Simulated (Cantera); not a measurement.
Cantera with NASA thermochemical tables; ideal gases at 1 bar, condensed phases pure. Values are per mole of reaction as written; species without (g) are pure solids or liquids, kept so even where they would boil at 1 bar.

C + 2 H2O2(g) + 6 TaO2(g) ⇌ 3 Ta2O5 + CH3OH(g), with ΔH° = -4861.1 kJ and ΔS° = -1486.5 J/K at 300 K.

Q: How far is the shortcut ΔG° ≈ ΔH°(300 K) − T·ΔS°(300 K) from the full temperature-dependent value at 2300, 2350, 2400, 2450, 2500 K?

A: 
```
T (K)  shortcut (kJ)  full (kJ)  difference (kJ)  difference in log10 K       condensed phases
-----  -------------  ---------  ---------------  ---------------------  ---------------------
2300         -1442.2    -1836.1            393.9                  -8.95  C(graphite), Ta2O5(l)
2350         -1367.9    -1786.0            418.2                  -9.29  C(graphite), Ta2O5(l)
2400         -1293.6    -1736.3            442.7                  -9.64  C(graphite), Ta2O5(l)
2450         -1219.2    -1686.9            467.7                  -9.97  C(graphite), Ta2O5(l)
2500         -1144.9    -1637.8            492.9                 -10.30  C(graphite), Ta2O5(l)
```
The shortcut ignores heat capacities and the phase changes listed.
